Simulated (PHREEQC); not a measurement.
A made-up water analysis in mg/L, 25 °C, pH 4.04, pe 9.7: Na 8.17; K 34.6; Ca 26.2; Mg 65.1; Cl 105; S(6) as SO4 243; O(0) (dissolved oxygen) 0.0273; Pb 0.849; Cd 0.263.

Valence states are taken as typed.

All values are PHREEQC results (ion-association model, wateq4f.dat), not measurements.

```json
[
 {"quantity": "ionic strength (mol/kgw)", "before": "0.0117", "after": "0.0317"},
 {"quantity": "Mg+2 (mol/kgw)", "before": "0.00224", "after": "0.00603"},
 {"quantity": "SO4-2 (mol/kgw)", "before": "0.00197", "after": "0.00507"},
 {"quantity": "Ca+2 (mol/kgw)", "before": "0.000561", "after": "0.00154"},
 {"quantity": "MgSO4 (mol/kgw)", "before": "0.000440", "after": "0.00200"},
 {"quantity": "CaSO4 (mol/kgw)", "before": "9.32e-5", "after": "0.000427"},
 {"quantity": "SI of Anglesite (PbSO4)", "before": "-0.87", "after": "-0.28"},
 {"quantity": "SI of Gypsum (CaSO4:2H2O)", "before": "-1.75", "after": "-1.09"}
]
```

Problem. Name the change that produced these shifts.
A) S(6) from 243 to 729 mg/L
B) temperature from 25 to 30 °C at the same typed pH
C) all concentrations times 3 at the same typed pH

Solution. C, all concentrations times 3 at the same typed pH

No solid was allowed to form.
